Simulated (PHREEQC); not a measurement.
Solution (20 °C): 30 mmol/kgw Ni(NO3)2, 0.065 mmol/kgw H3BO3 and 1.5 mmol/kgw H2SO4. Closed to the air; pH follows from the charge balance.

All values are PHREEQC results (ion-association model, wateq4f.dat), not measurements.

Q: The ionic strength comes out as 0.0918 mol/kgw. What activity coefficients do Ni+2, H+, HSO4-, NO3-, SO4-2 get?

A: Ni+2 0.38, H+ 0.83, HSO4- 0.78, NO3- 0.76, SO4-2 0.39.

No solid was allowed to form.
